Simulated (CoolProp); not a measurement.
Vapour-liquid equilibrium of isopentane (1) + toluene (2) at 6.85 °C; x and y are mole fractions of (1).

Values from CoolProp's multi-fluid Helmholtz-energy mixture model, Lemmon 2006 and Lemmon 2006; pair parameters Bell 2016.

```json
[
 {"x": "0.05", "bubble pressure, mixture model (MPa)": "0.004692", "bubble pressure, Raoult's law (MPa)": "0.003617", "y, mixture model": "0.719", "y, Raoult's law": "0.637"},
 {"x": "0.125", "bubble pressure, mixture model (MPa)": "0.009678", "bubble pressure, Raoult's law (MPa)": "0.006969", "y, mixture model": "0.874", "y, Raoult's law": "0.826"},
 {"x": "0.2", "bubble pressure, mixture model (MPa)": "0.01446", "bubble pressure, Raoult's law (MPa)": "0.01032", "y, mixture model": "0.922", "y, Raoult's law": "0.893"},
 {"x": "0.275", "bubble pressure, mixture model (MPa)": "0.01886", "bubble pressure, Raoult's law (MPa)": "0.01367", "y, mixture model": "0.945", "y, Raoult's law": "0.927"},
 {"x": "0.35", "bubble pressure, mixture model (MPa)": "0.02278", "bubble pressure, Raoult's law (MPa)": "0.01702", "y, mixture model": "0.958", "y, Raoult's law": "0.947"},
 {"x": "0.425", "bubble pressure, mixture model (MPa)": "0.02622", "bubble pressure, Raoult's law (MPa)": "0.02037", "y, mixture model": "0.967", "y, Raoult's law": "0.961"},
 {"x": "0.5", "bubble pressure, mixture model (MPa)": "0.02921", "bubble pressure, Raoult's law (MPa)": "0.02373", "y, mixture model": "0.973", "y, Raoult's law": "0.971"},
 {"x": "0.575", "bubble pressure, mixture model (MPa)": "0.03184", "bubble pressure, Raoult's law (MPa)": "0.02708", "y, mixture model": "0.978", "y, Raoult's law": "0.978"},
 {"x": "0.65", "bubble pressure, mixture model (MPa)": "0.03424", "bubble pressure, Raoult's law (MPa)": "0.03043", "y, mixture model": "0.981", "y, Raoult's law": "0.984"},
 {"x": "0.725", "bubble pressure, mixture model (MPa)": "0.03651", "bubble pressure, Raoult's law (MPa)": "0.03378", "y, mixture model": "0.985", "y, Raoult's law": "0.989"},
 {"x": "0.8", "bubble pressure, mixture model (MPa)": "0.03880", "bubble pressure, Raoult's law (MPa)": "0.03713", "y, mixture model": "0.988", "y, Raoult's law": "0.993"},
 {"x": "0.875", "bubble pressure, mixture model (MPa)": "0.04124", "bubble pressure, Raoult's law (MPa)": "0.04048", "y, mixture model": "0.992", "y, Raoult's law": "0.996"},
 {"x": "0.95", "bubble pressure, mixture model (MPa)": "0.04399", "bubble pressure, Raoult's law (MPa)": "0.04383", "y, mixture model": "0.997", "y, Raoult's law": "0.998"}
]
```

The largest gap from Raoult's law is +40.1 % in bubble pressure, at x = 0.2. No azeotrope shows between x = 0.05 and 0.95.

Pair parameters are fitted to limited data, so mixtures are less certain than the pure fluids.
